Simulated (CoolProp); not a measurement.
Properties of sulfur hexafluoride along the isotherm -8.05 °C (Tc = 45.6 °C, pc = 37.55 bar, ω = 0.210).

Model: reference Helmholtz-energy equation of state, Guder 2009, in CoolProp.

```
p (bar)   phase  density (kg/m³)  cp (kJ/(kg K))  viscosity (µPa s)  fugacity coefficient
-------  ------  ---------------  --------------  -----------------  --------------------
5.12        gas            37.29          0.6519               13.8                0.9173
10.2     liquid             1613          0.9924                212                0.8191
15.4     liquid             1620          0.9847                216                0.5542
20.5     liquid             1626          0.9778                219                0.4251
25.6     liquid             1632          0.9715                222                0.3475
30.7     liquid             1637          0.9657                225                0.2959
35.8     liquid             1643          0.9603                228                0.2590
41       liquid             1648          0.9552                231                0.2309
46.1     liquid             1653          0.9505                234                0.2096
51.2     liquid             1658          0.9462                237                0.1926
56.3     liquid             1663          0.9421                240                0.1788
```

Viscosity comes from a separate model (Quiñones-Cisneros 2012).
